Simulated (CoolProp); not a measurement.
Saturated liquid density (kg/m³) of R142b: the reference equation beside estimates from Tc = 137.1 °C, pc = 4.055 MPa, ω = 0.232. Rackett uses Z = 0.29056 − 0.08775 ω.

Model: reference Helmholtz-energy equation of state, Lemmon 2006, in CoolProp. It is a short technical equation, of lower accuracy than the large ones.

```
T (°C)  reference  Rackett  Redlich-Kwong  Soave-Redlich-Kwong
------  ---------  -------  -------------  -------------------
-87.75       1360     1331           1196                  ___
-79.85        ___     1316           1183                 1201
-71.85       1327     1301            ___                 1189
-63.85       1311     1285           1155                  ___
-55.85       1294     1270           1141                 1164
-47.85        ___     1254           1126                 1151
-39.85       1260     1237           1110                 1137
-31.85       1243     1221           1094                 1122
-23.85       1225     1204            ___                 1107
-15.85       1208     1186           1060                 1091
-7.85        1190     1169            ___                 1074
```

Question: Some entries are withheld; supply them.

Answer: 
- -87.75, Soave-Redlich-Kwong: 1213
- -79.85, reference: 1344
- -71.85, Redlich-Kwong: 1170
- -63.85, Soave-Redlich-Kwong: 1177
- -47.85, reference: 1277
- -23.85, Redlich-Kwong: 1077
- -7.85, Redlich-Kwong: 1042

Absolute difference from the reference over all 11 rows, mean and median: Rackett 1.9 and 1.8 %, Redlich-Kwong 12.0 and 12.0 %, Soave-Redlich-Kwong 10.0 and 9.9 %.
